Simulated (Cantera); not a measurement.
Input: 1 mol CH₃SiCl₃, 0.48 mol C₂H₄, 32 mol H₂, held at 75.0 Torr.

Points: T (K) = 950, 1025, 1100, 1175, 1250, 1325, 1400, 1475.

Cantera's Mixture.equilibrate('TP', solver="vcs", rtol=1e-11, max_steps=5000) on the NASA tables stopped like this:

```
ERROR: FAILURE its = 5001!

*******************************************************************************
CanteraError thrown by MultiPhase::equilibrate:
VCS solver failed. Return code: -1
*******************************************************************************
```

Question: What got this run through?

Answer: This is not unique; one that fits is The failure is numerical, not chemical. The same input converged with solver="gibbs", rtol=1e-10, max_steps=50000, and the result passed a check of the equilibrium conditions:
```
T = 950 K  P = 10000 Pa  gas = 35.18 mol
   x: H2 9.232e-01  HCL 5.472e-02  CH4 1.429e-02  SiCL4 7.203e-03  SiHCL3 5.572e-04  SiCL3 1.621e-05  SiH2CL2 4.375e-06  SiCL2 1.217e-06
   condensed (mol): C(gr) 0.7312  SiC(b) 0.7262
T = 1025 K  P = 10000 Pa  gas = 35.62 mol
   x: H2 9.193e-01  HCL 7.116e-02  CH4 6.211e-03  SiCL4 2.993e-03  SiHCL3 3.323e-04  SiCL3 2.609e-05  SiCL2 4.747e-06  SiH2CL2 4.094e-06
   condensed (mol): C(gr) 0.8584  SiC(b) 0.8803
T = 1100 K  P = 10000 Pa  gas = 35.81 mol
   x: H2 9.163e-01  HCL 7.962e-02  CH4 3.014e-03  SiCL4 8.932e-04  SiHCL3 1.516e-04  SiCL3 2.799e-05  SiCL2 1.221e-05  SiH2CL2 3.084e-06
   condensed (mol): C(gr) 0.891  SiC(b) 0.961
T = 1175 K  P = 10000 Pa  gas = 35.89 mol
   x: H2 9.157e-01  HCL 8.231e-02  CH4 1.606e-03  SiCL4 2.403e-04  SiHCL3 6.304e-05  SiCL3 2.447e-05  SiCL2 2.434e-05  SiH2CL2 2.121e-06
   condensed (mol): C(gr) 0.9151  SiC(b) 0.9873
T = 1250 K  P = 10000 Pa  gas = 35.92 mol
   x: H2 9.159e-01  HCL 8.300e-02  CH4 9.223e-04  SiCL4 6.988e-05  SiCL2 4.275e-05  SiHCL3 2.744e-05  SiCL3 2.043e-05  SiH2CL2 1.466e-06  H 1.463e-06
   condensed (mol): C(gr) 0.9327  SiC(b) 0.9942
T = 1325 K  P = 10000 Pa  gas = 35.94 mol
   x: H2 9.162e-01  HCL 8.315e-02  CH4 5.635e-04  SiCL2 6.953e-05  SiCL4 2.294e-05  SiCL3 1.714e-05  SiHCL3 1.294e-05  H 4.950e-06  SiH2CL2 1.047e-06
   condensed (mol): C(gr) 0.9441  SiC(b) 0.9956
T = 1400 K  P = 10000 Pa  gas = 35.95 mol
   x: H2 9.163e-01  HCL 8.314e-02  CH4 3.627e-04  SiCL2 1.068e-04  H 1.472e-05  SiCL3 1.458e-05  SiCL4 8.458e-06  SiHCL3 6.598e-06  C2H2,acetylene 2.308e-06  CL 1.100e-06
   condensed (mol): C(gr) 0.9517  SiC(b) 0.9951
T = 1475 K  P = 10000 Pa  gas = 35.95 mol
   x: H2 9.165e-01  HCL 8.307e-02  CH4 2.441e-04  SiCL2 1.564e-04  H 3.926e-05  SiCL3 1.259e-05  C2H2,acetylene 6.111e-06  SiHCL3 3.601e-06  SiCL4 3.449e-06  CL 2.883e-06
   condensed (mol): C(gr) 0.9571  SiC(b) 0.9936
```

The gas is ideal and each condensed phase is pure. The feed counts by its element totals alone. The tables' values for SiCl3 are old estimates; treat these amounts as uncertain.
